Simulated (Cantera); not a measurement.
A Cantera script and what it prints.

```python
import numpy as np
import cantera as ct

gas_names = """
    AL ALCL ALCL2 ALCL3 ALH ALN AL2 AL2CL6 CL CL2 H HCL H2 N NH NH2 NH3 N2 N2H2 N2H4
""".split()
cond_names = """
    AL(cr) AL(L) ALCL3(s) ALCL3(L) ALN(s) NH4CL(a) NH4CL(b)
""".split()


# ... load() reads the species with a 1 bar reference pressure and builds the phases ...
atoms = {
    'AlN': {'AL': 1, 'N': 1},
    'HCl': {'H': 1, 'CL': 1},
    'N2': {'N': 2},
}
top_T = {'ALN(s)': 2750}  # K; cautious upper limits of use, not melting points


# ... equilibrate(T, P, feed) seeds the gas with the atoms and calls Mixture.equilibrate('TP', solver="vcs", rtol=1e-11, max_steps=5000) ...
results = []
feed = {'AlN': 1, 'HCl': 13, 'N2': 1.9}  # mol
P = 550  # Pa
for T in [1050, 1100, 1150, 1200, 1250, 1300, 1350, 1400, 1450, 1500, 1550, 1600]:
    mix = equilibrate(T, P, feed)
    results.append((T, P, feed, dict(zip(mix.species_names, mix.species_moles))))

top = {s: max(r[3][s] / sum(r[3][g] for g in gas_names) for r in results) for s in gas_names}
cols = sorted((s for s in top if top[s] > 0.0001), key=lambda s: -top[s])[:9]
seen = [c for c in cond_names if any(r[3].get(c, 0) > 1e-12 for r in results)]
print("log10 of partial pressures in bar; condensed amounts in mol")
print(f"{'T/K':>10s}" + "".join(f"{s[:9]:>10s}" for s in cols + seen))
for T, P, feed, n in results:
    ng = sum(n[g] for g in gas_names)
    print(f"{T:10.4g}" + "".join(f"{np.log10(max(n[s] / ng * P / 1e5, 1e-99)):10.3f}" for s in cols)
          + "".join(f"{n.get(c, 0):10.4g}" for c in seen))
```

Output:

```
log10 of partial pressures in bar; condensed amounts in mol
       T/K       HCL        N2        H2     ALCL3     ALCL2        CL      ALCL         H
      1050    -2.433    -3.053    -3.257    -3.433    -8.347    -8.935   -11.304    -9.719
      1100    -2.433    -3.053    -3.257    -3.433    -7.882    -8.440   -10.537    -9.216
      1150    -2.433    -3.053    -3.257    -3.433    -7.458    -7.987    -9.838    -8.756
      1200    -2.433    -3.053    -3.257    -3.433    -7.070    -7.571    -9.197    -8.333
      1250    -2.433    -3.053    -3.257    -3.433    -6.713    -7.188    -8.610    -7.944
      1300    -2.433    -3.053    -3.257    -3.433    -6.385    -6.834    -8.068    -7.585
      1350    -2.433    -3.053    -3.257    -3.434    -6.083    -6.506    -7.567    -7.251
      1400    -2.433    -3.053    -3.257    -3.435    -5.802    -6.202    -7.104    -6.942
      1450    -2.433    -3.053    -3.258    -3.437    -5.543    -5.917    -6.674    -6.653
      1500    -2.433    -3.053    -3.259    -3.440    -5.303    -5.651    -6.276    -6.384
      1550    -2.433    -3.053    -3.260    -3.445    -5.081    -5.402    -5.906    -6.132
      1600    -2.432    -3.054    -3.263    -3.453    -4.878    -5.168    -5.565    -5.896
```

Equilibrium computed with Cantera from the NASA thermochemical tables; the gas is ideal and each condensed phase is pure. The tables' values for AlCl2 are old estimates; treat these amounts as uncertain.
